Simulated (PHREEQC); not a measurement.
0.02 g of hydrous ferric oxide (600 m²/g; 0.2 weak and 0.005 strong sites per Fe, Dzombak-Morel constants, diffuse double layer) in 1 kg of water with 0.1 mol/kgw of an inert sodium salt and 0.00016 mmol/kgw ZnSO4 and 0.00015 mmol/kgw H3BO3, at 25 °C; the pH is set by adding NaOH or the inert anion's acid. O2 is buffered at 0.21 atm. CO2 from the air is kept out. Precipitation was switched off in this run.

Base run: PHREEQC, ion-association model, wateq4f.dat. Each further column changes one thing. The table gives S sorbed (%).

```csv
pH,base,no electrostatic term (-no_edl),background salt from 0.1 to 0.01 mol/kgw,oxide from 0.02 to 0.1 g/kgw
3,85.8,0.0,99.9,96.9
4.5,71.8,0.0,98.6,92.8
5.5,27.2,0.0,80.9,65.2
7,0.4,0.0,1.7,2.1
8.5,0.0,0.0,0.0,0.0
9.5,0.0,0.0,0.0,0.0
11,0.0,0.0,0.0,0.0
```

The oxide is taken as insoluble; below pH 4 it would dissolve.
